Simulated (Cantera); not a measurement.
## Equilibrium for fluorocarbon and chlorocarbon gases: c-C4F8 + H2

Feed: 1 mol c-C4F8, a varied amount of H2, equilibrated at 52.0 Pa.

Equilibrium computed with Cantera from the NASA thermochemical tables; the gas is ideal and each condensed phase is pure. Candidate condensed phases: C, C6H6, C7H8, C8H18; 95 gas species. The feed counts by its element totals alone. Equilibrium is a limit: real reactors are often held back by kinetics, nucleation or transport.

Stable condensed phases:

```
T in °C \ n(H2) in mol
         0.11 0.18  0.3 0.49 0.82  1.4  2.3  3.7  6.2   10   17
   2700     A    A    A    A    A    A    A    A    A    A    A
   2675     A    A    A    A    A    A    A    A    A    A    A
   2650     A    A    A    A    A    A    A    A    A    A    A
   2625     A    A    A    A    A    A    A    A    A    A    A
   2600     A    A    A    A    A    A    A    A    A    A    A
   2575     A    A    A    A    A    A    A    A    A    A    A
   2550     B    B    B    B    B    B    B    B    A    A    A
   2525     B    B    B    B    B    B    B    B    B    A    A
   2500     B    B    B    B    B    B    B    B    B    B    A
```

A: gas only; B: C.
